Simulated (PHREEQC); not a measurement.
A column of 0.5 m (30 cells, dispersivity 0.018 m, 300 s a shift, diffusion coefficient 3e-10 m²/s) holds 0.0024 eq of the database's cation exchanger X per kg of pore water, first in equilibrium with 0.038 mol MnCl2, 0.018 mol MgCl2 and 1e-05 mol HCl per kg of water. It is flushed with 0.81 mmol/kgw ZnCl2, 0.088 mmol/kgw PbCl2 and 0.01 mmol/kgw HCl, at 40 °C. Values are for the last cell. The system is closed to CO2. Nothing may precipitate in this run.

Base run: PHREEQC, ion-association model, phreeqc.dat. Each further column changes one thing. The table gives Zn in solution (mol/kgw).

```csv
pore volumes,base,exchange capacity from 0.0024 to 0.0012 eq/kgw,dispersivity from 0.018 to 0.036 m
0,0,0,0
0.85,0.000149,0.000194,0.000227
1.683,0.000120,0.000329,0.000294
2.517,0.000417,0.000733,0.000342
3.35,0.000779,0.000810,0.000650
4.183,0.000815,0.000810,0.000781
5.017,0.000813,0.000810,0.000808
```

Away from 25 °C the constants follow the database's enthalpies or fits; those with neither stay at their 25 °C values.
